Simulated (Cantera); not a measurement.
**BN + HF + H₂ (nitride etching)**

Charge: 1 mol BN, 15 mol HF, 39 mol H₂, at 723.15 K and 91.0 Pa.

Cantera equilibrium calculation (NASA polynomials, part measured and part estimated; ideal gas, pure solids and liquids). Candidate condensed phases: B, BN; 31 gas species. Kinetics and transport are ignored.

The x(H₂) is 0.750, the x(HF) is 0.222 and the x(BF₃) is 0.0185. The x(N₂) is 0.00926 and the gas amount comes out as 54.00 mol. The log10 activity of B(s) (absent) is -17.37.
